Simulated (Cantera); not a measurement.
An adiabatic, constant-volume homogeneous reactor starts with CH₄ : C₂H₆ : O₂ : N₂ : H₂O = 1 : 0.062 : 3.46 : 13 : 0.88 (molar parts), equivalence ratio 0.64, at 1650 K and 1.00 atm. Integrator tolerance rtol = 1e-08.

Computed with Cantera and GRI-Mech 3.0 (53 species, 325 reactions).

| quantity | before | after |
|---|---|---|
| time of steepest temperature rise | 96.5 µs | 0.208 ms |
| temperature at 3.00 s | 2723 K | 2654 K |
| equilibrium temperature | 2723 K | 2654 K |
| x(CH₄) at 3.00 s | <1e-12 (gas-phase equilibrium <1e-12) | <1e-12 (gas-phase equilibrium <1e-12) |
| x(C₂H₆) at 3.00 s | <1e-12 (gas-phase equilibrium <1e-12) | <1e-12 (gas-phase equilibrium <1e-12) |
| x(O₂) at 3.00 s | 0.0607 (gas-phase equilibrium 0.0607) | 0.0621 (gas-phase equilibrium 0.0621) |
| x(CH₂) at 3.00 s | <1e-12 (gas-phase equilibrium <1e-12) | <1e-12 (gas-phase equilibrium <1e-12) |
| x(CH₂CO) at 3.00 s | <1e-12 (gas-phase equilibrium <1e-12) | <1e-12 (gas-phase equilibrium <1e-12) |
| x(CH₃) at 3.00 s | <1e-12 (gas-phase equilibrium <1e-12) | <1e-12 (gas-phase equilibrium <1e-12) |
| x(HCO) at 3.00 s | 1.09e-8 (gas-phase equilibrium 1.09e-8) | 6.86e-9 (gas-phase equilibrium 6.86e-9) |

### Question
What was changed between the two runs?
(A) constant pressure in place of constant volume
(B) pressure from 1.00 atm to 0.355 atm
(C) C2H6 0.062 to 0.026 parts
(D) initial temperature 1650 to 1700 K

### Answer
B, pressure from 1.00 atm to 0.355 atm
